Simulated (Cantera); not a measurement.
Input: 1 mol SiC, 0.76 mol O2, 5.8 mol N2, held at 0.0975 Torr.

Cantera equilibrium calculation (NASA polynomials, part measured and part estimated; ideal gas, pure solids and liquids). Candidate condensed phases: C, Si, SiC, SiO2, Si2N2O, Si3N4; 34 gas species. Rates play no part.

Over these rows the condensed part is SiC(s). Partial pressures as log10 of bar:

```json
[
 {"T (K)": "1600", "1000/T (1/K)": "0.6250", "log p Si2C": "-10.22", "log p N2": "-3.99", "log p CO": "-4.87", "log p SiO": "-4.87"},
 {"T (K)": "1650", "1000/T (1/K)": "0.6061", "log p Si2C": "?", "log p N2": "-3.99", "log p CO": "-4.87", "log p SiO": "-4.87"},
 {"T (K)": "1700", "1000/T (1/K)": "0.5882", "log p Si2C": "-9.03", "log p N2": "-3.99", "log p CO": "-4.87", "log p SiO": "-4.87"},
 {"T (K)": "1750", "1000/T (1/K)": "0.5714", "log p Si2C": "-8.48", "log p N2": "-3.99", "log p CO": "-4.86", "log p SiO": "-4.88"},
 {"T (K)": "1800", "1000/T (1/K)": "0.5556", "log p Si2C": "-7.98", "log p N2": "-3.99", "log p CO": "-4.86", "log p SiO": "-4.89"},
 {"T (K)": "1850", "1000/T (1/K)": "0.5405", "log p Si2C": "-7.51", "log p N2": "-3.99", "log p CO": "-4.84", "log p SiO": "-4.92"}
]
```

Fit log p(Si2C) = a + b·(1000/T) to the five rows, give the apparent enthalpy, and predict the row at 1650 K.

Means: 1000/T = 0.5761, log p = -8.644. Sxy = -0.136490, Sxx = 0.0042473, so b = -32.14 and a = -8.644 − (-32.14)×0.5761 = 9.87.
Apparent enthalpy: −19.145 × (-32.14) = 615 kJ/mol. With the condensed phases at unit activity, 3/2 SiC(s) + 1/2 SiO(g) = Si2C(g) + 1/2 CO(g) links this pressure to the main gases: over the six rows their terms move log p by -0.04 in all, so the slope is close to that reaction's ΔH°. The five rows lie within 0.01 of the line.
Prediction at 1650 K: 9.87 + (-32.14)×0.6061 = -9.61. The computed value is -9.60, 0.01 from the line.
